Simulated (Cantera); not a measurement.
What does this Cantera script print?

```python
import numpy as np
import cantera as ct

gas_names = """
    Cr CrN H H2 N NH NH2 NH3 N2 N2H2 N2H4
""".split()
cond_names = """
    Cr(cr) Cr(L) CrN(s) Cr2N(s)
""".split()


# ... load() reads the species with a 1 bar reference pressure and builds the phases ...
atoms = {
    'Cr': {'Cr': 1},
    'NH3': {'N': 1, 'H': 3},
    'N2': {'N': 2},
}
top_T = {'CrN(s)': 1900, 'Cr2N(s)': 1900}  # K; cautious upper limits of use, not melting points


# ... equilibrate(T, P, feed) seeds the gas with the atoms and calls Mixture.equilibrate('TP', solver="vcs", rtol=1e-11, max_steps=5000) ...
results = []
feed = {'Cr': 1, 'NH3': 0.44, 'N2': 8}  # mol
P = 520  # Pa
for T in [1400, 1500, 1600, 1700, 1800, 1900, 2000, 2100, 2200, 2300, 2400]:
    mix = equilibrate(T, P, feed)
    results.append((T, P, feed, dict(zip(mix.species_names, mix.species_moles))))
    x = sorted(zip(gas.X, gas.species_names), reverse=True)
    print(f"T = {T:g} K  P = {P:g} Pa  gas = {mix.phase_moles(0):.4g} mol")
    print("   x: " + "  ".join(f"{s} {v:.3e}" for v, s in x if v > 0.001))
    print("   condensed (mol): " + ("  ".join(f"{mix.phase(i).name} {mix.phase_moles(i):.4g}"
          for i in range(1, mix.n_phases) if mix.phase_moles(i) > 1e-12) or "none"))
```

It prints:

```
T = 1400 K  P = 520 Pa  gas = 8.88 mol
   x: N2 9.257e-01  H2 7.431e-02
   condensed (mol): Cr(cr) 0.9999
T = 1500 K  P = 520 Pa  gas = 8.881 mol
   x: N2 9.255e-01  H2 7.428e-02
   condensed (mol): Cr(cr) 0.999
T = 1600 K  P = 520 Pa  gas = 8.887 mol
   x: N2 9.249e-01  H2 7.416e-02
   condensed (mol): Cr(cr) 0.9934
T = 1700 K  P = 520 Pa  gas = 8.918 mol
   x: N2 9.217e-01  H2 7.373e-02  Cr 4.011e-03
   condensed (mol): Cr(cr) 0.9642
T = 1800 K  P = 520 Pa  gas = 9.047 mol
   x: N2 9.085e-01  H2 7.228e-02  Cr 1.784e-02  H 1.335e-03
   condensed (mol): Cr(cr) 0.8386
T = 1900 K  P = 520 Pa  gas = 9.535 mol
   x: N2 8.621e-01  H2 6.779e-02  Cr 6.722e-02  H 2.865e-03
   condensed (mol): Cr(cr) 0.3591
T = 2000 K  P = 520 Pa  gas = 9.908 mol
   x: N2 8.296e-01  Cr 1.009e-01  H2 6.376e-02  H 5.695e-03
   condensed (mol): none
T = 2100 K  P = 520 Pa  gas = 9.933 mol
   x: N2 8.275e-01  Cr 1.007e-01  H2 6.110e-02  H 1.068e-02
   condensed (mol): none
T = 2200 K  P = 520 Pa  gas = 9.973 mol
   x: N2 8.242e-01  Cr 1.003e-01  H2 5.687e-02  H 1.863e-02
   condensed (mol): none
T = 2300 K  P = 520 Pa  gas = 10.03 mol
   x: N2 8.194e-01  Cr 9.969e-02  H2 5.069e-02  H 3.021e-02
   condensed (mol): none
T = 2400 K  P = 520 Pa  gas = 10.11 mol
   x: N2 8.131e-01  Cr 9.891e-02  H 4.549e-02  H2 4.254e-02
   condensed (mol): none
```

Equilibrium computed with Cantera from the NASA thermochemical tables; the gas is ideal and each condensed phase is pure.
